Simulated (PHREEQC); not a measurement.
**Acid rinse or clean with single salt, acid or base: speciation**

Solution A (0.012 mol HBr and 0.0012 mol NiCl2 per kg of water) is mixed with solution B (0.01 mol CdCl2 per kg of water) at 25 °C; shares are by mass of water, 1 kg in all. O2 is buffered at 0.21 atm. The system is closed to CO2. The run lets Cd(OH)2, CdOHCl, Ni(OH)2 precipitate or redissolve, and no other solid.

The series has 11 steps of share of solution B, from 0 to 1.

Computed with PHREEQC (ion-association model, wateq4f.dat).

**Question.** Between which two steps does the pH jump most, and from what to what?

**Answer.** Between share of solution B = 0.9 and 1: from 2.97 to 5.89.

Complexes and solids missing from the database can't appear.
